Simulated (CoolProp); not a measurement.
Vapour-liquid equilibrium of R152A (1) + R227EA (2) at 202.9 K; x and y are mole fractions of (1).

Model: multi-fluid Helmholtz-energy mixture model, Outcalt 1996 and Lemmon 2016; pair parameters Bell 2016, in CoolProp.

```
x     bubble pressure, mixture model (bar)  bubble pressure, Raoult's law (bar)  y, mixture model  y, Raoult's law
----  ------------------------------------  -----------------------------------  ----------------  ---------------
0.05                               0.04643                              0.04702             0.070            0.080
0.15                               0.04897                              0.04998             0.219            0.225
0.25                               0.05232                              0.05294             0.365            0.355
0.35                               0.05609                              0.05590             0.494            0.470
0.45                               0.05991                              0.05886             0.602            0.574
0.55                               0.06352                              0.06182             0.691            0.668
0.65                               0.06677                              0.06478             0.766            0.754
0.75                               0.06963                              0.06774             0.833            0.832
0.85                               0.07212                              0.07070             0.896            0.903
0.95                               0.07424                              0.07366             0.963            0.969
```

The largest gap from Raoult's law is +3.1 % in bubble pressure, at x = 0.65. No azeotrope shows between x = 0.05 and 0.95.

The pair parameters rest on a limited set of measurements; away from them the model extrapolates. The gap from Raoult's law changes sign with composition, which may be real or a fault of the pair parameters; it wasn't checked against measurements.
